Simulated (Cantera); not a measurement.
A freely propagating, adiabatic, planar premixed flame of CH3OH : O2 : N2 = 1 : 1.97 : 6.51 (molar parts), equivalence ratio 0.76, unburnt at 325 K and 97.5 Torr; mixture-averaged transport, grid criteria slope 0.08 and curve 0.16, no radiation.

Computed with Cantera and GRI-Mech 3.0 (53 species, 325 reactions). GRI-Mech 3.0 was tuned for natural gas; its chemistry of methanol as a main component is partial and can be far from experiment. Burning velocities carry a grid error of a few per cent, more on coarse grids.

x: mole fraction of selected species; z is measured from the peak of heat release.

```json
[
 {"z (mm)": "-6.77", "T (K)": "325", "u (m/s)": "0.524", "x CH3OH": "0.105", "x O2": "0.208", "x CH2CO": "<1e-8", "x O": "<1e-8", "x CH2O": "1.21e-7", "x CH3": "<1e-8"},
 {"z (mm)": "-4.51", "T (K)": "327", "u (m/s)": "0.528", "x CH3OH": "0.105", "x O2": "0.207", "x CH2CO": "<1e-8", "x O": "<1e-8", "x CH2O": "3.35e-6", "x CH3": "<1e-8"},
 {"z (mm)": "-3.38", "T (K)": "336", "u (m/s)": "0.543", "x CH3OH": "0.105", "x O2": "0.206", "x CH2CO": "<1e-8", "x O": "<1e-8", "x CH2O": "2.58e-5", "x CH3": "<1e-8"},
 {"z (mm)": "-2.26", "T (K)": "[?]", "u (m/s)": "0.662", "x CH3OH": "0.101", "x O2": "0.200", "x CH2CO": "2.40e-8", "x O": "<1e-8", "x CH2O": "0.000339", "x CH3": "<1e-8"},
 {"z (mm)": "-1.13", "T (K)": "[?]", "u (m/s)": "1.34", "x CH3OH": "0.0744", "x O2": "0.167", "x CH2CO": "3.61e-7", "x O": "7.64e-8", "x CH2O": "0.00355", "x CH3": "1.46e-7"},
 {"z (mm)": "-0.564", "T (K)": "[?]", "u (m/s)": "2.04", "x CH3OH": "0.0400", "x O2": "0.133", "x CH2CO": "9.54e-7", "x O": "1.01e-5", "x CH2O": "0.00736", "x CH3": "7.57e-6"},
 {"z (mm)": "0", "T (K)": "1573", "u (m/s)": "2.77", "x CH3OH": "0.00535", "x O2": "0.0964", "x CH2CO": "1.75e-6", "x O": "0.000718", "x CH2O": "0.00429", "x CH3": "7.58e-5"},
 {"z (mm)": "0.564", "T (K)": "1681", "u (m/s)": "2.97", "x CH3OH": "4.89e-5", "x O2": "0.0757", "x CH2CO": "3.02e-7", "x O": "0.00412", "x CH2O": "0.000123", "x CH3": "9.01e-6"},
 {"z (mm)": "1.13", "T (K)": "1706", "u (m/s)": "3.00", "x CH3OH": "1.27e-7", "x O2": "0.0660", "x CH2CO": "1.55e-8", "x O": "0.00612", "x CH2O": "6.89e-7", "x CH3": "1.68e-7"},
 {"z (mm)": "2.26", "T (K)": "1740", "u (m/s)": "3.04", "x CH3OH": "<1e-8", "x O2": "0.0595", "x CH2CO": "<1e-8", "x O": "0.00700", "x CH2O": "<1e-8", "x CH3": "<1e-8"},
 {"z (mm)": "4.51", "T (K)": "1784", "u (m/s)": "3.10", "x CH3OH": "<1e-8", "x O2": "0.0563", "x CH2CO": "<1e-8", "x O": "0.00670", "x CH2O": "<1e-8", "x CH3": "<1e-8"},
 {"z (mm)": "9.02", "T (K)": "1842", "u (m/s)": "3.19", "x CH3OH": "<1e-8", "x O2": "0.0544", "x CH2CO": "<1e-8", "x O": "0.00563", "x CH2O": "<1e-8", "x CH3": "<1e-8"},
 {"z (mm)": "18.0", "T (K)": "1911", "u (m/s)": "3.30", "x CH3OH": "<1e-8", "x O2": "0.0524", "x CH2CO": "<1e-8", "x O": "0.00418", "x CH2O": "<1e-8", "x CH3": "<1e-8"}
]
```

### Question
Complete the blanks.

### Answer

- -2.26, T (K): 406
- -1.13, T (K): 799
- -0.564, T (K): 1186
